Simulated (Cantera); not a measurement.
Source: NASA polynomial tables (part measured, part estimated), evaluated in Cantera. Values are per mole of reaction as written; species without (g) are pure solids or liquids, kept so even where they would boil at 1 bar. The tables' values for SiF₂ are old estimates.

a) 0.6667 C + F₂(g) → 0.6667 CF₃(g)
b) 0.5 C + F₂(g) → 0.5 CF₄(g)
c) 0.5 Si + F₂(g) → 0.5 SiF₄(g)
d) Si + F₂(g) → SiF₂(g)

Q: Order these by ΔG° at 1298 K, most negative first.

A: c (-714 kJ), d (-627 kJ), b (-368 kJ), a (-273 kJ)
